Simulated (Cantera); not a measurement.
A closed system holds: 1 mol Pb, 0.23 mol CO, 0.17 mol N2, equilibrated at 0.100 bar.

Cantera equilibrium calculation (NASA polynomials, part measured and part estimated; ideal gas, pure solids and liquids). Candidate condensed phases: C, Pb, PbO, PbO2, Pb3O4; 27 gas species. Equilibrium is a limit: real reactors are often held back by kinetics, nucleation or transport.

x: gas mole fraction; n: condensed amount in mol.

```
T (°C)      x Pb   x N2    x CO     x CO2     x Pb2   x PbO  n C(graphite)  n Pb(l)
------  --------  -----  ------  --------  --------  ------  -------------  -------
450      3.10e-8  0.582  0.0486     0.369    <1e-12  <1e-12          0.108     1.00
550      1.34e-6  0.529   0.226     0.245    <1e-12  <1e-12         0.0787     1.00
650      2.54e-5  0.455   0.474    0.0709  2.28e-11       …         0.0265    1.000
750     0.000267  0.430   0.559    0.0112   1.17e-9       …        0.00442    1.000
850      0.00183  0.425   0.571   0.00197   2.93e-8       …       0.000788    0.999
950      0.00908  0.421   0.569  0.000446   4.26e-7       …       0.000180    0.996
1050      0.0352  0.410   0.555  0.000122   4.07e-6       …        5.04e-5    0.985
1150       0.112  0.377   0.510   3.55e-5   2.80e-5       …              0    0.949
1250       0.306  0.295   0.399   8.66e-6  0.000148       …              0    0.824
1350       0.714  0.122   0.164   6.60e-7  0.000597       …              0        0
```

Question: Fill in the missing entries.

Answer: 
- 650, x PbO: 1.51e-12
- 750, x PbO: 1.57e-11
- 850, x PbO: 9.56e-11
- 950, x PbO: 4.22e-10
- 1050, x PbO: 1.45e-9
- 1150, x PbO: 3.95e-9
- 1250, x PbO: 7.90e-9
- 1350, x PbO: 7.20e-9
